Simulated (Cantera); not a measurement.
An isothermal, constant-pressure homogeneous reactor starts with 87.7 % NO, 12.3 % N2, at 1875 K and 1.00 bar.

Cantera simulation using GRI-Mech 3.0 (53 species, 325 reactions); the numbers are that mechanism's predictions, not measurements.

### Question
Predict: x(NO) at 10.0 s; x(NO2) at 10.0 s; x(N2O) at 10.0 s; x(O2) at 10.0 s; x(O) at 10.0 s; x(N2) at 10.0 s.

### Answer
```
Item                                                  Value
----------------  -----------------------------------------
x(NO) at 10.0 s      0.0408 (gas-phase equilibrium 0.00646)
x(NO2) at 10.0 s   0.000124 (gas-phase equilibrium 2.00e-5)
x(N2O) at 10.0 s    9.38e-7 (gas-phase equilibrium 3.09e-7)
x(O2) at 10.0 s         0.418 (gas-phase equilibrium 0.435)
x(O) at 10.0 s    0.000157 (gas-phase equilibrium 0.000160)
x(N2) at 10.0 s         0.541 (gas-phase equilibrium 0.558)
```
